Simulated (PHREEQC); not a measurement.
**Reverse-osmosis permeate**

A made-up water analysis in mg/kgw, 20 °C, pH 5.74, pe 12.6: Na 0.85; K 1.17; Ca 4.28; Mg 3.33; Cl 2.94; S(6) as SO4 12.3; Alkalinity as HCO3 12.6; Ba 0.0348; Li 0.00589; N(5) as NO3 0.00761; F 0.22.

Valence states are taken as typed.

The numbers come from PHREEQC with the ion-association model, wateq4f.dat.

Precipitation was switched off in this run.

Task: What charge-balance error does the model give?

Result: charge-balance error -0.1 %.

Task: In which forms is Mg present?

Result: Mg+2 98 %, MgSO4 1.9 % of the Mg.
